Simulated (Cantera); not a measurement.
Input: 1 mol SiHCl₃, 17 mol N₂, 3.5 mol HCl, at 927 °C and 10.0 Torr.

Cantera equilibrium calculation (NASA polynomials, part measured and part estimated; ideal gas, pure solids and liquids). Candidate condensed phases: NH₄Cl, Si, Si₃N₄; 28 gas species. N₂ is the only nitrogen source here; it is nearly inert below about 1500 K, so the nitride shown seldom forms there in practice. The tables' values for SiCl₃ are old estimates; treat these amounts as uncertain. The numbers say what is thermodynamically allowed, not how fast it happens.

Base state: N₂ 0.781, HCl 0.155, SiCl₄ 0.0353, H₂ 0.0267, SiCl₃ 0.00129, SiCl₂ 0.000415, SiHCl₃ 0.000165 (mole fractions); condensed: Si₃N₄(s).

### Question
What changes in the equilibrium state with this change: pressure from 10.0 Torr to 195 Torr?

### Answer
```json
[
 {"species": "N₂", "before": "0.781", "after": "0.785"},
 {"species": "HCl", "before": "0.155", "after": "0.141"},
 {"species": "SiCl₄", "before": "0.0353", "after": "0.0397"},
 {"species": "H₂", "before": "0.0267", "after": "0.0340"},
 {"species": "SiCl₂", "before": "0.000415", "after": "3.70e-5"},
 {"species": "SiCl₃", "before": "0.00129", "after": "0.000409"},
 {"species": "SiHCl₃", "before": "0.000165", "after": "0.000261"},
 {"species": "Si₃N₄(s), mol", "before": "0.0662", "after": "0.0428"}
]
```
